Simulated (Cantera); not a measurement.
An adiabatic, constant-volume homogeneous reactor starts with 9.09 % CH4, 8.26 % O2, 82.6 % N2, equivalence ratio 2.2, at 1725 K and 1.58 atm.

Cantera simulation using GRI-Mech 3.0 (53 species, 325 reactions); the numbers are that mechanism's predictions, not measurements.

Problem. Predict: time of steepest temperature rise; temperature at 7.00 s; equilibrium temperature; x(O2) at 7.00 s; x(O) at 7.00 s; x(CO) at 7.00 s; x(H2O) at 7.00 s; x(NO) at 7.00 s.

Solution. 
```json
{
  "time_of_steepest_temperature_rise": "0.292 ms",
  "temperature at 7.00 s": "2414 K",
  "equilibrium_temperature": "2414 K",
  "x(O2) at 7.00 s": "2.06e-6 (gas-phase equilibrium 2.06e-6)",
  "x(O) at 7.00 s": "8.60e-6 (gas-phase equilibrium 8.60e-6)",
  "x(CO) at 7.00 s": "0.0752 (gas-phase equilibrium 0.0752)",
  "x(H2O) at 7.00 s": "0.0598 (gas-phase equilibrium 0.0598)",
  "x(NO) at 7.00 s": "6.03e-5 (gas-phase equilibrium 6.03e-5)"
}
```
